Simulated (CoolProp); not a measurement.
Dimethyl carbonate along the isobar 0.699 MPa: density (kg/m³) from the reference equation and from simpler models built on Tc = 557.0 K, pc = 4.909 MPa, ω = 0.346; each cubic takes its own stable root.

Model: reference Helmholtz-energy equation of state, Zhou 2011, in CoolProp.

```csv
T (K),phase,reference,van der Waals,Soave-Redlich-Kwong,Peng-Robinson
298.4,liquid,1064,614.3,941.4,1059
307.9,liquid,1051,607.9,932.3,1050
317.4,liquid,1038,601.4,922.9,1040
326.9,liquid,1025,594.7,913.1,1029
336.4,liquid,1012,587.8,902.9,1018
345.9,liquid,999.4,580.6,892.2,1007
355.4,liquid,986.1,573.2,881.0,994.8
364.9,liquid,972.6,565.5,869.4,982.2
374.4,liquid,958.8,22.99,857.2,969.0
383.9,liquid,944.9,22.23,844.4,955.1
393.4,liquid,930.6,21.52,830.9,940.4
402.9,liquid,916.0,20.87,816.7,924.9
```

At some of these states van der Waals gives the other phase, because its saturation line lies elsewhere.
